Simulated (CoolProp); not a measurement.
Vapour-liquid equilibrium of neopentane (1) + n-pentane (2) at 83.7 kPa; x and y are mole fractions of (1).

The numbers come from the multi-fluid Helmholtz-energy mixture model, Lemmon 2006 and Thol 2019; pair parameters Bell 2016 in CoolProp.

```csv
x,bubble temperature (K),y at the bubble point,dew temperature at overall composition x (K),liquid density (mol/L)
0.05,301.7,0.114,…,8.533
0.15,298.0,…,301.0,8.533
0.25,294.6,0.455,299.1,8.528
0.35,291.6,0.577,297.0,8.519
0.45,288.9,0.676,294.8,8.507
0.55,286.4,0.758,292.3,8.493
0.65,284.2,0.827,289.6,8.476
0.75,282.1,0.886,286.7,8.458
0.85,280.1,…,283.4,…
0.95,278.3,…,279.6,8.418
```

Task: Fill in the missing entries.

Result: 
- 0.05, dew temperature at overall composition x (K): 302.9
- 0.15, y at the bubble point: 0.304
- 0.85, y at the bubble point: 0.936
- 0.85, liquid density (mol/L): 8.439
- 0.95, y at the bubble point: 0.980

No azeotrope shows between x = 0.05 and 0.95.

Pair parameters are fitted to limited data, so mixtures are less certain than the pure fluids.
